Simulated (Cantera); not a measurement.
Cantera run:

```python
import numpy as np
import cantera as ct

gas_names = """
    H HNO HNO2 HNO3 HO2 H2 H2O H2O2 N NH NH2 NH3 NH2OH NO NO2 NO3 N2 N2H2 N2H4 N2O O OH O2 O3 Si SiH
    SiH2 SiH3 SiH4 SiN SiO SiO2 Si2 Si2N Si3
""".split()
cond_names = """
    H2O(s) H2O(L) Si(cr) Si(L) SiO2(Lqz) SiO2(hqz) SiO2(L) Si2N2O(s) Si3N4(a)
""".split()


# ... load() reads the species with a 1 bar reference pressure and builds the phases ...
atoms = {
    'Si3N4': {'Si': 3, 'N': 4},
    'O2': {'O': 2},
    'H2': {'H': 2},
}
top_T = {'Si2N2O(s)': 2100, 'Si3N4(a)': 2400}  # K; cautious upper limits of use, not melting points


# ... equilibrate(T, P, feed) seeds the gas with the atoms and calls Mixture.equilibrate('TP', solver="vcs", rtol=1e-11, max_steps=5000) ...
results = []
feed = {'Si3N4': 1, 'O2': 0.12, 'H2': 1.5}  # mol
P = 33  # Pa
for T in [1400, 1450, 1500, 1550, 1600, 1650, 1700, 1750, 1800, 1850, 1900]:
    mix = equilibrate(T, P, feed)
    results.append((T, P, feed, dict(zip(mix.species_names, mix.species_moles))))
    x = sorted(zip(gas.X, gas.species_names), reverse=True)
    print(f"T = {T:g} K  P = {P:g} Pa  gas = {mix.phase_moles(0):.4g} mol")
    print("   x: " + "  ".join(f"{s} {v:.3e}" for v, s in x if v > 1e-06))
    print("   condensed (mol): " + ("  ".join(f"{mix.phase(i).name} {mix.phase_moles(i):.4g}"
          for i in range(1, mix.n_phases) if mix.phase_moles(i) > 1e-12) or "none"))
```

Output:

```
T = 1400 K  P = 33 Pa  gas = 1.58 mol
   x: H2 9.489e-01  N2 5.066e-02  H 2.608e-04  SiO 1.352e-04  Si 1.222e-06
   condensed (mol): Si2N2O(s) 0.2398  Si3N4(a) 0.8401
T = 1450 K  P = 33 Pa  gas = 1.584 mol
   x: H2 9.469e-01  N2 5.186e-02  SiO 7.453e-04  H 5.066e-04  Si 9.324e-06
   condensed (mol): Si(cr) 0.002588  Si2N2O(s) 0.2388  Si3N4(a) 0.8395
T = 1500 K  P = 33 Pa  gas = 1.758 mol
   x: H2 8.528e-01  N2 1.436e-01  SiO 2.623e-03  H 8.949e-04  Si 3.189e-05  SiH 1.717e-06  SiH2 1.277e-06
   condensed (mol): Si(cr) 0.2564  Si2N2O(s) 0.2354  Si3N4(a) 0.756
T = 1550 K  P = 33 Pa  gas = 2.424 mol
   x: H2 6.181e-01  N2 3.720e-01  SiO 8.494e-03  H 1.363e-03  Si 1.007e-04  SiH 3.778e-06  Si2N 1.855e-06  SiH2 1.726e-06  SiN 1.166e-06
   condensed (mol): Si(cr) 1.222  Si2N2O(s) 0.2194  Si3N4(a) 0.4394
T = 1600 K  P = 33 Pa  gas = 3.573 mol
   x: N2 5.357e-01  H2 4.188e-01  SiO 4.316e-02  H 1.937e-03  Si 2.955e-04  SiH 7.569e-06  Si2N 5.678e-06  SiN 3.385e-06  SiH2 2.097e-06
   condensed (mol): Si(cr) 2.673  Si2N2O(s) 0.08579
T = 1650 K  P = 33 Pa  gas = 3.749 mol
   x: N2 5.335e-01  H2 3.985e-01  SiO 6.402e-02  H 3.157e-03  Si 8.118e-04  SiH 1.701e-05  Si2N 1.363e-05  SiN 7.738e-06  SiH2 3.450e-06  Si2 2.737e-06
   condensed (mol): Si(cr) 2.757
T = 1700 K  P = 33 Pa  gas = 3.758 mol
   x: N2 5.322e-01  H2 3.966e-01  SiO 6.387e-02  H 5.108e-03  Si 2.056e-03  SiH 3.640e-05  Si2N 2.980e-05  SiN 1.650e-05  Si2 9.015e-06  SiH2 5.628e-06  Si3 2.271e-06
   condensed (mol): Si(L) 2.752
T = 1750 K  P = 33 Pa  gas = 3.773 mol
   x: N2 5.301e-01  H2 3.935e-01  SiO 6.361e-02  H 8.032e-03  Si 4.549e-03  SiH 6.858e-05  Si2N 5.278e-05  SiN 3.102e-05  Si2 2.353e-05  SiH2 8.198e-06  Si3 5.758e-06
   condensed (mol): Si(L) 2.742
T = 1800 K  P = 33 Pa  gas = 3.801 mol
   x: N2 5.261e-01  H2 3.884e-01  SiO 6.315e-02  H 1.228e-02  Si 9.623e-03  SiH 1.243e-04  Si2N 9.030e-05  Si2 5.815e-05  SiN 5.615e-05  Si3 1.384e-05  SiH2 1.163e-05
   condensed (mol): Si(L) 2.721
T = 1850 K  P = 33 Pa  gas = 3.852 mol
   x: N2 5.191e-01  H2 3.801e-01  SiO 6.230e-02  Si 1.954e-02  H 1.828e-02  SiH 2.170e-04  Si2N 1.495e-04  Si2 1.367e-04  SiN 9.810e-05  Si3 3.167e-05  SiH2 1.603e-05
   condensed (mol): Si(L) 2.681
T = 1900 K  P = 33 Pa  gas = 3.946 mol
   x: N2 5.066e-01  H2 3.667e-01  SiO 6.082e-02  Si 3.821e-02  H 2.645e-02  SiH 3.648e-04  Si2 3.070e-04  Si2N 2.393e-04  SiN 1.654e-04  Si3 6.925e-05  SiH2 2.138e-05
   condensed (mol): Si(L) 2.602
```

Method: chemical equilibrium by Gibbs-energy minimisation in Cantera with the NASA 1993 tables (ideal gas, pure condensed phases). Mutual solubility and eutectic melting of coexisting phases are not modelled. The tables' values for SiN are old estimates; treat these amounts as uncertain. Gases not in the tables: Si2H6 and higher silanes.
